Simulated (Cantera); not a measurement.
Input (Python, Cantera) and output of one run.

```python
import numpy as np
import cantera as ct

gas_names = """
    Mg MgN MgO MgS Mg2 N NO NO2 NO3 N2 N2O O O2 O3 S SN SO SO2 SO3 S2 S2O S8
""".split()
cond_names = """
    Mg(cr) Mg(L) MgO(s) MgO(L) MgS(s) MgSO4(s) MgSO4(L) S(cr1) S(cr2) S(L)
""".split()


# ... load() reads the species with a 1 bar reference pressure and builds the phases ...
atoms = {
    'MgO': {'Mg': 1, 'O': 1},
    'SO2': {'S': 1, 'O': 2},
    'N2': {'N': 2},
}
top_T = {'MgS(s)': 2250}  # K; cautious upper limits of use, not melting points


# ... equilibrate(T, P, feed) seeds the gas with the atoms and calls Mixture.equilibrate('TP', solver="vcs", rtol=1e-11, max_steps=5000) ...
results = []
feed = {'MgO': 1, 'SO2': 2.1, 'N2': 4.7}  # mol
T = 1775  # K
P = 1333.22  # Pa
mix = equilibrate(T, P, feed)
results.append((T, P, feed, dict(zip(mix.species_names, mix.species_moles))))
x = sorted(zip(gas.X, gas.species_names), reverse=True)
print(f"T = {T:g} K  P = {P:g} Pa  gas = {mix.phase_moles(0):.4g} mol")
print("   x: " + "  ".join(f"{s} {v:.3e}" for v, s in x if v > 0.001))
print("   condensed (mol): " + ("  ".join(f"{mix.phase(i).name} {mix.phase_moles(i):.4g}"
      for i in range(1, mix.n_phases) if mix.phase_moles(i) > 1e-12) or "none"))
```

Output:

```
T = 1775 K  P = 1333.22 Pa  gas = 6.805 mol
   x: N2 6.905e-01  SO2 3.070e-01  SO 1.544e-03
   condensed (mol): MgO(s) 1
```

Method: chemical equilibrium by Gibbs-energy minimisation in Cantera with the NASA 1993 tables (ideal gas, pure condensed phases).
